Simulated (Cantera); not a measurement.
Input: 1 mol Ni, 5.6 mol NH3, 82 mol N2, at 0.278 Torr.

These are equilibrium values from Cantera (NASA tables, ideal gas, pure condensed phases), not measurements of a reactor. Candidate condensed phases: Ni; 10 gas species. Kinetics and transport are ignored.

Problem. Which condensed phases are stable at each of these points (T (°C)): 1027, 1077, 1127, 1177, 1227, 1277, 1327, 1377, 1427, 1477, 1527, 1577, 1627?

Solution. 
```csv
T (°C),condensed phases,Ni condensed (%)
1027,Ni(s),100.0
1077,Ni(s),100.0
1127,Ni(s),99.9
1177,Ni(s),99.6
1227,Ni(s),98.7
1277,Ni(s),96.2
1327,Ni(s),89.3
1377,Ni(s),72.3
1427,Ni(s),31.7
1477,gas only,0.0
1527,gas only,0.0
1577,gas only,0.0
1627,gas only,0.0
```

From 1027 °C to 1427 °C the condensed part is Ni(s). From 1477 °C to 1627 °C nothing is condensed.
